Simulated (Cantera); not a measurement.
A perfectly stirred reactor is fed with 29.4 % NO, 70.6 % N2, at 32.3 Torr; it is held at 1950 K, and followed from long to short residence time.

Cantera simulation using GRI-Mech 3.0 (53 species, 325 reactions); the numbers are that mechanism's predictions, not measurements. Radical loss at walls, strong at low pressure, is not modelled.

x: mole fraction; the columns are a selection and need not sum to one.

```tsv
τ (s)	x NO	x N2	x O	x N2O	x O2
2.2	0.266	0.720	0.000314	2.72e-5	0.0140
0.54	0.288	0.709	0.000208	3.31e-5	0.00298
0.13	0.293	0.706	0.000157	3.28e-5	0.000573
0.032	0.294	0.706	?	?	?
0.0078	0.294	0.706	2.82e-5	1.45e-5	3.91e-6
0.0019	0.294	0.706	?	?	?
0.00046	0.294	0.706	1.39e-6	1.32e-6	9.58e-9
0.00011	0.294	0.706	3.29e-7	3.25e-7	5.40e-10
```

**Question.** Some entries are withheld; supply them.

**Answer.** 
- 0.032, x O: 9.50e-5
- 0.032, x N2O: 2.68e-5
- 0.032, x O2: 7.38e-5
- 0.0019, x O: 6.05e-6
- 0.0019, x N2O: 4.94e-6
- 0.0019, x O2: 1.77e-7
